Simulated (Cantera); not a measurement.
**Counterflow diffusion flame**

A counterflow diffusion flame at 0.661 atm, nozzles 20 mm apart: fuel side CH₄ = 1 (molar parts) at 350 K, oxidiser side O₂ : N₂ = 0.23 : 0.77 (molar parts) at 300 K, fuel mass flux 0.55 times the oxidiser's; mixture-averaged transport, no radiation.

Model: GRI-Mech 3.0 (53 species, 325 reactions), integrated in Cantera. GRI-Mech 3.0 has no aromatics or soot, which form on the fuel side of real flames. The maximum strain rate includes the flame's own expansion and is several times the mean.

| oxidiser flux (kg/m²/s) | max strain (1/s) | mean strain (1/s) | T max (K) | peak x OH | peak x H | peak x NO | peak x CO | peak x C₂H₂ |
|---|---|---|---|---|---|---|---|---|
| 0.17 | 162 | 23.6 | 2089 | 0.00866 | 0.00503 | 0.000254 | 0.0593 | 0.0133 |
| 0.23 | 213 | 31.9 | 2079 | 0.00865 | 0.00523 | 0.000238 | 0.0588 | 0.0127 |
| 0.31 | 278 | 43.0 | 2067 | 0.00855 | 0.00540 | 0.000218 | 0.0582 | 0.0121 |
| 0.42 | 362 | 58.3 | 2055 | 0.00843 | 0.00558 | 0.000197 | 0.0578 | 0.0116 |
| 0.57 | 472 | 79.1 | 2041 | 0.00828 | 0.00573 | 0.000173 | 0.0576 | 0.0109 |
| 0.78 | 619 | 108 | 2024 | 0.00802 | 0.00583 | 0.000145 | 0.0574 | 0.0102 |
| 1.1 | 834 | 153 | 2001 | 0.00762 | 0.00585 | 0.000114 | 0.0574 | 0.00912 |
| 1.4 | 1030 | 194 | 1980 | 0.00722 | 0.00576 | 9.02e-5 | 0.0575 | 0.00821 |
| 2 | 1380 | 278 | 1938 | 0.00636 | 0.00536 | 5.52e-5 | 0.0579 | 0.00640 |
x: mole fraction; the columns are a selection and need not sum to one.
